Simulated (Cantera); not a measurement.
Cantera run, input and output.

```python
import numpy as np
import cantera as ct

gas = ct.Solution("gri30.yaml")


def delay(T, t_max=10):
    gas.TPX = T, 82000, {'C3H8': 1, 'O2': 2.27, 'N2': 8.55}
    reactor = ct.IdealGasConstPressureReactor(gas, clone=False)
    net = ct.ReactorNet([reactor])
    net.rtol, net.atol = 1e-8, 1e-16
    while net.time < t_max:
        t_old, T_old = net.time, reactor.T
        net.step()
        if reactor.T > T + 400:  # ignition: a rise of 400 K
            return t_old + (T + 400 - T_old) / (reactor.T - T_old) * (net.time - t_old)
    return np.nan


taus = []
for T in [1200, 1275, 1350, 1425, 1500, 1575, 1650, 1725, 1800, 1875]:
    taus.append(delay(T))
    print(f"T0 = {T:6g} K   tau = {taus[-1]:.4e} s")
```

Result:

```
T0 =   1200 K   tau = 7.0875e-03 s
T0 =   1275 K   tau = 1.7574e-03 s
T0 =   1350 K   tau = 5.5060e-04 s
T0 =   1425 K   tau = 2.1482e-04 s
T0 =   1500 K   tau = 1.0144e-04 s
T0 =   1575 K   tau = 5.6038e-05 s
T0 =   1650 K   tau = 3.5014e-05 s
T0 =   1725 K   tau = 2.4008e-05 s
T0 =   1800 K   tau = 1.7629e-05 s
T0 =   1875 K   tau = 1.3614e-05 s
```

Computed with Cantera and GRI-Mech 3.0 (53 species, 325 reactions). GRI-Mech 3.0 was tuned for natural gas; its chemistry of propane as a main component is partial and can be far from experiment.
